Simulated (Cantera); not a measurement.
Charge: 1 mol SiC, 0.028 mol O2, 110 mol N2, held at 13300 Pa.

These are equilibrium values from Cantera (NASA tables, ideal gas, pure condensed phases), not measurements of a reactor. Candidate condensed phases: C, Si, SiC, SiO2, Si2N2O, Si3N4; 34 gas species. N2 is the only nitrogen source here; it is nearly inert below about 1500 K, so the nitride shown seldom forms there in practice. Mutual solubility and eutectic melting of coexisting phases are not modelled. The tables' values for SiN are old estimates; treat these amounts as uncertain. Equilibrium is a limit: real reactors are often held back by kinetics, nucleation or transport.

x: gas mole fraction; n: condensed amount in mol.

```csv
T (K),x N2,x CO,x Si,x SiO,x SiN,x Si2C,n C(graphite),n Si2N2O(s),n Si3N4(s),n SiC(s)
975,1.00,2.26e-10,<1e-12,<1e-12,<1e-12,<1e-12,1.00,0.0560,0.296,0
1125,1.00,___,<1e-12,<1e-12,<1e-12,<1e-12,1.000,0.0560,0.296,0
1275,1.000,3.30e-6,<1e-12,1.26e-10,<1e-12,<1e-12,1.000,0.0556,0.296,0
1425,1.000,___,___,___,1.41e-11,<1e-12,0.991,___,0.302,0
1575,0.999,0.000507,5.51e-9,2.36e-6,1.91e-9,1.47e-11,0,0,0.0185,0.944
1725,0.999,0.000473,5.31e-7,3.59e-5,1.08e-7,3.71e-9,0,0,0.0160,0.948
1875,0.999,0.000286,2.43e-5,0.000223,3.17e-6,3.78e-7,0,0,0.00118,0.968
2025,0.999,0.000358,0.000171,0.000150,1.53e-5,5.20e-6,0,0,0,0.960
2175,0.999,0.000484,0.000416,2.45e-5,2.70e-5,2.24e-5,0,0,0,0.941
```

Question: What belongs in the gaps?

Answer: 
- 1125, x CO: 5.23e-8
- 1425, x CO: 8.57e-5
- 1425, x Si: 2.15e-11
- 1425, x SiO: 4.01e-8
- 1425, n Si2N2O(s): 0.0466
